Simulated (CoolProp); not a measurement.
n-hexane along the isotherm 272.55 °C: density (kg/m³) from the reference equation and from simpler models built on Tc = 234.7 °C, pc = 3.044 MPa, ω = 0.300; each cubic takes its own stable root.

Values from CoolProp's reference Helmholtz-energy equation of state, Thol 2019.

```tsv
p (MPa)	phase	reference
0.0963	gas	1.845
0.162	gas	3.123
0.274	gas	5.337
0.463	gas	9.183
0.781	gas	16.00
1.32	gas	28.72
2.22	gas	54.56
3.75	supercritical	128.2
6.33	supercritical	328.3
10.7	supercritical	405.1
18	supercritical	455.2
30.4	supercritical	499.6
```

Question: How far does each simpler model (Soave-Redlich-Kwong, Peng-Robinson) lie from the reference over these 12 states: mean and median of the absolute difference, and the worst?

Answer: 
- Soave-Redlich-Kwong: mean 4.0 %, median 0.8 %, worst -16.0 % at 272.55 °C and 6.33 MPa
- Peng-Robinson: mean 1.9 %, median 1.0 %, worst -8.6 % at 272.55 °C and 6.33 MPa
